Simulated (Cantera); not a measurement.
An isothermal, constant-pressure homogeneous reactor starts with 62.9 % CH4, 22.6 % CO2, 14.5 % H2, at 2198 K and 143 Torr.

Computed with Cantera and GRI-Mech 3.0 (53 species, 325 reactions). GRI-Mech 3.0 stops at C3 and has no aromatics, soot or wall deposition, so with more carbon than oxygen in the feed, carbon stays in small species such as C2H2 where larger ones or solid carbon would form.

x: mole fraction; the columns are a selection and need not sum to one.

| t (s) | x CH4 | x CO2 | x H2 | x HO2 | x OH |
|---|---|---|---|---|---|
| 8.00e-6 | 0.611 | 0.225 | 0.151 | 9.44e-12 | 3.19e-6 |
| 4.92e-5 | 0.407 | 0.197 | 0.281 | 2.44e-11 | 2.52e-5 |
| 0.000302 | 0.0665 | 0.0835 | 0.545 | 6.99e-11 | 8.87e-5 |
| 0.00186 | 0.00864 | 0.00560 | 0.559 | 4.73e-11 | 0.000155 |
| 0.0114 | 0.00311 | 0.00101 | 0.625 | 1.43e-12 | 2.77e-5 |
| 0.0701 | (withheld) | (withheld) | 0.639 | <1e-12 | (withheld) |
| 0.431 | 0.000166 | 1.47e-8 | 0.639 | <1e-12 | 4.57e-10 |
| 2.65 | 0.000166 | 1.47e-8 | 0.639 | <1e-12 | 4.57e-10 |
| 16.3 | 0.000166 | 1.47e-8 | 0.639 | <1e-12 | 4.57e-10 |
| 100 | 0.000166 | 1.47e-8 | 0.639 | <1e-12 | 4.57e-10 |

Problem. Some entries are withheld; supply them.

Solution. 
- 0.0701, x CH4: 0.000182
- 0.0701, x CO2: 5.14e-8
- 0.0701, x OH: 1.55e-9
